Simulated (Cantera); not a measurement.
## BN + H₂O + H₂ + HCl (nitride etching)

Charge: 1 mol BN, 0.28 mol H₂O, 2 mol H₂, 3 mol HCl, at 293 Torr.

Method: chemical equilibrium by Gibbs-energy minimisation in Cantera with the NASA 1993 tables (ideal gas, pure condensed phases). Candidate condensed phases: B, BN, B₂O₃, B₃O₃H₃, H₂O, NH₄Cl; 49 gas species. Mutual solubility and eutectic melting of coexisting phases are not modelled. The tables' values for BOCl, BCl₂, BCl are old estimates; treat these amounts as uncertain. Gases not in the tables: H₃BO₃, BHCl₂. The numbers say what is thermodynamically allowed, not how fast it happens.

| T (K) | log p HCl | log p H₂ | log p N₂ | log p BOCl | log p HBO | n BN(s) | n B₂O₃(l) |
|---|---|---|---|---|---|---|---|
| 1623 | -0.67 | -0.78 | -2.13 | -2.92 | -3.11 | 0.793 | 0.0658 |
| 1648 | -0.68 | -0.78 | -2.12 | -2.80 | -2.97 | 0.789 | 0.0582 |
| 1673 | -0.68 | -0.78 | -2.11 | -2.68 | -2.84 | 0.783 | 0.0485 |
| 1698 | -0.68 | -0.78 | -2.09 | -2.56 | -2.71 | 0.776 | 0.0359 |
| 1723 | -0.69 | -0.78 | -2.08 | -2.45 | -2.59 | 0.767 | 0.0196 |
| 1748 | -0.69 | -0.78 | -2.06 | -2.35 | -2.47 | 0.757 | 0 |
| 1773 | -0.70 | -0.78 | -2.05 | -2.30 | -2.41 | 0.749 | 0 |
| 1798 | -0.70 | -0.78 | -2.04 | -2.26 | -2.36 | 0.741 | 0 |
| 1823 | -0.70 | -0.78 | -2.02 | -2.22 | -2.32 | 0.732 | 0 |
| 1848 | -0.70 | -0.78 | -2.01 | -2.19 | -2.28 | 0.722 | 0 |
| 1873 | -0.71 | -0.78 | -1.99 | -2.16 | -2.24 | 0.713 | 0 |
| 1898 | -0.71 | -0.78 | -1.98 | -2.14 | -2.21 | 0.703 | 0 |
| 1923 | -0.71 | -0.78 | -1.97 | -2.13 | -2.18 | 0.693 | 0 |
log p: log10 of the partial pressure in bar; n: condensed amount in mol.

From 1623 K to 1723 K the condensed part is BN(s) + B₂O₃(l). From 1748 K to 1923 K the condensed part is BN(s). The share of B in condensed phases is highest at 1623 K (92.5 %) and lowest at 1923 K (69.3 %).
